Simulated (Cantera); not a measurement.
An isothermal, constant-pressure homogeneous reactor starts with 5.87 % CH4, 93.9 % N2, 0.205 % H2O, at 1973 K and 0.0267 bar.

Cantera simulation using GRI-Mech 3.0 (53 species, 325 reactions); the numbers are that mechanism's predictions, not measurements. GRI-Mech 3.0 stops at C3 and has no aromatics, soot or wall deposition, so with more carbon than oxygen in the feed, carbon stays in small species such as C2H2 where larger ones or solid carbon would form. Radical loss at walls, strong at low pressure, is not modelled.

**Question.** Predict: x(CH4) at 100 s; x(C2H4) at 100 s; x(C2H) at 100 s; x(H) at 100 s; x(H2) at 100 s; x(C2H2) at 100 s.

**Answer.** x(CH4) at 100 s: 5.69e-7 (gas-phase equilibrium 8.17e-7)
x(C2H4) at 100 s: 4.64e-7 (gas-phase equilibrium 8.48e-8)
x(C2H) at 100 s: 1.29e-5 (gas-phase equilibrium 2.35e-6)
x(H) at 100 s: 0.00242 (gas-phase equilibrium 0.00242)
x(H2) at 100 s: 0.0846 (gas-phase equilibrium 0.0846)
x(C2H2) at 100 s: 0.0264 (gas-phase equilibrium 0.00482)
